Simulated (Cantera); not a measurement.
A perfectly stirred reactor is fed with 99.6 % N2O, 0.438 % H2O, at 0.0415 atm; it is held at 1350 K, and followed from long to short residence time.

Model: GRI-Mech 3.0 (53 species, 325 reactions), integrated in Cantera. GRI-Mech 3.0 was tuned for natural gas; its chemistry of N2O as a main component is partial and can be far from experiment. Radical loss at walls, strong at low pressure, is not modelled. The mechanism lacks the step 2 NO + O2 → 2 NO2, which can matter for NO2 below about 1400 K. The temperature is held fixed by assumption; the heat of reaction is taken as removed at once.

x: mole fraction; the columns are a selection and need not sum to one.

| τ (s) | x N2O | x H2O | x NO2 | x H2O2 | x OH |
|---|---|---|---|---|---|
| 1.4 | 0.590 | 0.00377 | 0.000227 | 3.81e-10 | 2.88e-5 |
| 0.52 | 0.793 | 0.00407 | 0.000267 | 6.05e-10 | 2.85e-5 |
| 0.19 | 0.910 | 0.00424 | 0.000234 | [?] | 2.62e-5 |
| 0.072 | 0.961 | 0.00432 | 0.000146 | [?] | 2.18e-5 |
| 0.027 | 0.982 | 0.00435 | 5.89e-5 | [?] | 1.59e-5 |
| 0.010 | 0.991 | 0.00437 | 1.32e-5 | [?] | 9.61e-6 |
| 0.0037 | 0.994 | 0.00437 | 1.34e-6 | [?] | 4.68e-6 |

Q: Complete the blanks.

A: 
- 0.19, x H2O2: 1.49e-9
- 0.072, x H2O2: 4.14e-9
- 0.027, x H2O2: 9.25e-9
- 0.010, x H2O2: 1.17e-8
- 0.0037, x H2O2: 4.60e-9
